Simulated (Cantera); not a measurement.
Ta2O5 + H2 (hydrogen reduction and annealing atmospheres)

Feed: 1 mol Ta2O5, 0.52 mol H2, held at 902 °C and 0.140 bar.

Method: chemical equilibrium by Gibbs-energy minimisation in Cantera with the NASA 1993 tables (ideal gas, pure condensed phases). Candidate condensed phases: H2O, Ta, Ta2O5; 12 gas species. The numbers say what is thermodynamically allowed, not how fast it happens.

```
Item             Result
-----------  ----------
x(H2)             1.000
x(H2O)          3.17e-6
n(Ta2O5(s))    1.00 mol
gas amount   0.5200 mol
```
